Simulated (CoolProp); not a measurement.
A simple Rankine cycle with R21: condensing at 316.15 K, boiler at 2.21 MPa, turbine inlet 472 K, turbine efficiency 0.7, pump efficiency 0.7, no recuperator. Each further row changes one setting.

Values from CoolProp's reference Helmholtz-energy equation of state, Platzer 1990. This equation is an older, rougher fit; its heat capacities, sound speeds and derivatives of the liquid may be far off and weren't checked against measurements.

```csv
case,thermal efficiency (%),net work (kJ/kg),heat in (kJ/kg),turbine exit temperature (K),volume ratio over the turbine
as stated,12.7,39.5,311,392.3,6.34
condensing temperature 308.15 K,13.8,44.2,320,384.1,7.98
boiler pressure 1.55 MPa,10.8,34.3,318,409.2,4.43
turbine efficiency 0.6,10.8,33.5,311,400.7,6.49
```
